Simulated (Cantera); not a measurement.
Input: 1 mol H₂O, 0.0079 mol SO₂, equilibrated at 68000 Pa.

These are equilibrium values from Cantera (NASA tables, ideal gas, pure condensed phases), not measurements of a reactor. Candidate condensed phases: H₂O, H₂SO₄, S; 34 gas species. Ions and electrons are included (thermal ionisation). Kinetics and transport are ignored. All values below are at 3000 K.

Base state: H₂O 0.596, H₂ 0.144, OH 0.0999, H 0.0726, O₂ 0.0506, O 0.0309, SO₂ 0.00476, SO 0.00160 (mole fractions); condensed: gas only.

Question: What changes in the equilibrium state with this change: SO₂ from 0.0079 to 0.26 mol?

Answer: 
```csv
species,before,after
H₂O,0.596,0.475
SO₂,0.00476,0.128
H₂,0.144,0.109
SO,0.00160,0.0408
H,0.0726,0.0633
O₂,0.0506,0.0559
OH,0.0999,0.0915
O,0.0309,0.0325
S₂O,1.82e-8,1.13e-5
S₂,1.35e-7,7.94e-5
SO₃,7.88e-7,2.22e-5
S,0.000113,0.00273
SH,4.33e-5,0.000916
```
